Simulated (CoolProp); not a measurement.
Values from CoolProp's reference Helmholtz-energy equation of state, Lemmon 2006. It is a short technical equation, of lower accuracy than the large ones.

Question: For carbonyl sulfide, give the phase and the speed of sound (m/s) at 120.75 °C and 0.101 MPa; 133.45 °C and 0.101 MPa.

Answer: 
- 120.75 °C and 0.101 MPa: gas; speed of sound 257
- 133.45 °C and 0.101 MPa: gas; speed of sound 261
